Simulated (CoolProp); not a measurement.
The fluid at 298.15 K and 1.31 MPa flows at 5.2 m/s in a round tube of 50 mm bore and 45 µm roughness, fully developed (64/Re and Nu = 3.66 if laminar; Colebrook and Gnielinski if turbulent). The same conditions are run with several fluids, on thermodynamics alone (safety and materials aside).

Values from CoolProp's reference Helmholtz-energy equation of state of each fluid (R410A: Lemmon 2003; nitrogen: Span 2000; R13: Platzer 1990; ethane: Bücker 2006; carbon dioxide: Span 1996). The equations of Platzer and Polt are older, rougher fits. Blends and air are pseudo-pure fits.

**Question.** Rank R410A, nitrogen, R13, ethane, carbon dioxide by Reynolds number, highest first.

**Answer.** R13 (1120000), R410A (925000), ethane (476000), carbon dioxide (431000), nitrogen (215000)

```json
[
 {"fluid": "R410A", "Darcy friction factor": "0.0195", "pressure drop (Pa/m)": "252", "heat-transfer coefficient (W/(m² K))": "697", "mass flow (kg/h)": "1760"},
 {"fluid": "nitrogen", "Darcy friction factor": "0.0205", "pressure drop (Pa/m)": "82.4", "heat-transfer coefficient (W/(m² K))": "239", "mass flow (kg/h)": "545"},
 {"fluid": "R13", "Darcy friction factor": "0.0194", "pressure drop (Pa/m)": "334", "heat-transfer coefficient (W/(m² K))": "641", "mass flow (kg/h)": "2330"},
 {"fluid": "ethane", "Darcy friction factor": "0.0198", "pressure drop (Pa/m)": "95.2", "heat-transfer coefficient (W/(m² K))": "478", "mass flow (kg/h)": "653"},
 {"fluid": "carbon dioxide", "Darcy friction factor": "0.0199", "pressure drop (Pa/m)": "134", "heat-transfer coefficient (W/(m² K))": "331", "mass flow (kg/h)": "917"}
]
```

Transport values come from each fluid's own correlations; those of R13 are estimates that may be off by 10 % or more.
